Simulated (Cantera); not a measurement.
Feed: 1 mol AlN, 41 mol H2, equilibrated at 1.00 mbar.

Cantera equilibrium calculation (NASA polynomials, part measured and part estimated; ideal gas, pure solids and liquids). Candidate condensed phases: Al, AlN; 13 gas species. Kinetics and transport are ignored.

x: gas mole fraction; n: condensed amount in mol.

| T (K) | x H2 | x H | x Al | x N2 | x AlH | x Al2 | x N | n AlN(s) |
|---|---|---|---|---|---|---|---|---|
| 850 | 1.00 | 6.48e-10 | <1e-12 | <1e-12 | <1e-12 | <1e-12 | <1e-12 | 1.00 |
| 950 | 1.00 | 1.76e-8 | <1e-12 | <1e-12 | <1e-12 | <1e-12 | <1e-12 | 1.00 |
| 1050 | 1.00 | 2.56e-7 | 7.51e-11 | 5.35e-11 | … | <1e-12 | <1e-12 | 1.00 |
| 1150 | 1.000 | 2.36e-6 | 5.60e-9 | 3.43e-9 | … | <1e-12 | <1e-12 | 1.00 |
| 1250 | 1.000 | 1.53e-5 | 2.05e-7 | 1.15e-7 | … | <1e-12 | <1e-12 | 1.000 |
| 1350 | 1.000 | 7.54e-5 | 4.35e-6 | 2.34e-6 | … | <1e-12 | <1e-12 | 1.000 |
| 1450 | 1.000 | 0.000299 | 5.99e-5 | 3.14e-5 | … | 5.67e-11 | <1e-12 | 0.997 |
| 1550 | 0.998 | 0.000995 | 0.000585 | 0.000301 | … | 2.14e-9 | <1e-12 | 0.975 |
| 1650 | 0.991 | 0.00286 | 0.00430 | 0.00220 | … | 5.14e-8 | 2.95e-12 | 0.818 |
| 1750 | 0.958 | 0.00720 | 0.0231 | 0.0117 | … | 7.19e-7 | 5.02e-11 | 0 |
| 1850 | 0.948 | 0.0166 | 0.0231 | 0.0117 | … | 3.77e-7 | 2.97e-10 | 0 |
| 1950 | 0.930 | 0.0350 | 0.0229 | 0.0116 | … | 2.09e-7 | 1.46e-9 | 0 |
| 2050 | 0.898 | 0.0680 | 0.0226 | 0.0114 | … | 1.20e-7 | 6.15e-9 | 0 |

Fill in the missing entries.


- 1050, x AlH: 3.50e-11
- 1150, x AlH: 1.26e-9
- 1250, x AlH: 2.52e-8
- 1350, x AlH: 3.18e-7
- 1450, x AlH: 2.80e-6
- 1550, x AlH: 1.84e-5
- 1650, x AlH: 9.60e-5
- 1750, x AlH: 0.000374
- 1850, x AlH: 0.000283
- 1950, x AlH: 0.000219
- 2050, x AlH: 0.000170
